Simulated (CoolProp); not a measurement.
Properties of n-perfluorohexane along the isotherm 450 K.

The numbers come from the reference Helmholtz-energy equation of state, Gao 2022 in CoolProp.

| p (MPa) | phase | density (kg/m³) | cp (kJ/(kg K)) | Joule-Thomson coefficient (K/MPa) | isothermal compressibility (1/MPa) |
|---|---|---|---|---|---|
| 0.0551 | gas | 5.034 | 1.009 | 7.876 | 18.35 |
| 0.0831 | gas | 7.635 | 1.010 | 7.948 | 12.24 |
| 0.125 | gas | 11.59 | 1.012 | 8.061 | 8.211 |
| 0.189 | gas | 17.76 | 1.015 | 8.241 | 5.509 |
| 0.285 | gas | 27.36 | 1.020 | 8.533 | 3.738 |
| 0.43 | gas | 42.74 | 1.029 | 9.032 | 2.575 |
| 0.649 | gas | 68.41 | 1.046 | 9.959 | 1.830 |
| 0.979 | gas | 115.1 | 1.088 | 11.98 | 1.404 |
| 1.48 | gas | 228.1 | 1.313 | 18.81 | 1.487 |
| 2.23 | supercritical | 968.9 | 1.604 | 4.016 | 0.2173 |
| 3.36 | supercritical | 1094 | 1.333 | 1.363 | 0.06114 |
| 5.07 | supercritical | 1175 | 1.257 | 0.6069 | 0.02982 |
| 7.65 | supercritical | 1244 | 1.217 | 0.2357 | 0.01702 |
| 11.5 | supercritical | 1309 | 1.192 | 0.01890 | 0.01050 |
| 17.4 | supercritical | 1375 | 1.175 | -0.1215 | 0.006697 |

The peak of cp marks the crossing from liquid-like to gas-like fluid above the critical point.
